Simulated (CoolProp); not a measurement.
A simple Rankine cycle with toluene: condensing at 330.15 K, boiler at 0.266 MPa, turbine inlet 423.7 K, turbine efficiency 0.85, pump efficiency 0.6, no recuperator. Each further row changes one setting.

Model: reference Helmholtz-energy equation of state, Lemmon 2006, in CoolProp. It is a short technical equation, of lower accuracy than the large ones.

| case | thermal efficiency (%) | net work (kJ/kg) | heat in (kJ/kg) | turbine exit temperature (K) | volume ratio over the turbine |
|---|---|---|---|---|---|
| as stated | 15.4 | 79.7 | 518 | 363.7 | 14.9 |
| turbine inlet 443.7 K | 15.3 | 84.3 | 552 | 384.3 | 14.9 |
| condensing temperature 322.15 K | 16.6 | 88.5 | 532 | 357.0 | 20.5 |
| boiler pressure 0.186 MPa | 13.6 | 71.1 | 522 | 372.3 | 10.4 |
| turbine efficiency 0.75 | 13.6 | 70.2 | 518 | 370.4 | 15.2 |
